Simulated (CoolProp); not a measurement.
The fluid at 298.15 K and 0.613 MPa (gas) is heated at constant pressure to 341.2 K. The same conditions are run with several fluids, on thermodynamics alone (safety and materials aside).

Computed with CoolProp (reference Helmholtz-energy equation of state of each fluid (CF4 (R14): Platzer 1990; carbonyl sulfide: Lemmon 2006; ethylene: Smukala 2000; CH2F2 (R32): Tillner-Roth 1997; dry air: Lemmon 2000)). The equations of Platzer and Polt are older, rougher fits. Blends and air are pseudo-pure fits.

### Question
Rank CF4 (R14), carbonyl sulfide, ethylene, CH2F2 (R32), dry air by heat (kJ/kg), highest first.

### Answer
ethylene (71.2), dry air (43.7), CH2F2 (R32) (41.6), carbonyl sulfide (32.9), CF4 (R14) (31.7)

```csv
fluid,final density (kg/m³)
CF4 (R14),19.3
carbonyl sulfide,13.6
ethylene,6.20
CH2F2 (R32),11.8
dry air,6.26
```
